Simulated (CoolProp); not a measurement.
Acetone along the isobar 3.7 MPa: density (kg/m³) from the reference equation and from simpler models built on Tc = 508.1 K, pc = 4.692 MPa, ω = 0.307; each cubic takes its own stable root.

Computed with CoolProp (reference Helmholtz-energy equation of state, Lemmon 2006). It is a short technical equation, of lower accuracy than the large ones.

```
T (K)   phase  reference
-----  ------  ---------
240.5  liquid      849.5
246.2  liquid      843.5
251.9  liquid      837.5
257.5  liquid      831.7
263.2  liquid      825.7
268.9  liquid      819.7
274.6  liquid      813.6
280.3  liquid      807.5
285.9  liquid      801.5
291.6  liquid      795.4
297.3  liquid      789.2
303    liquid      783.0
308.7  liquid      776.7
314.3  liquid      770.5
320    liquid      764.1
325.7  liquid      757.6
```

Q: How far does each simpler model (Redlich-Kwong, Peng-Robinson) lie from the reference over these 16 states: mean and median of the absolute difference, and the worst?

A: 
- Redlich-Kwong: mean 24.4 %, median 24.4 %, worst -24.6 % at 240.5 K and 3.7 MPa
- Peng-Robinson: mean 12.3 %, median 12.2 %, worst -13.3 % at 240.5 K and 3.7 MPa
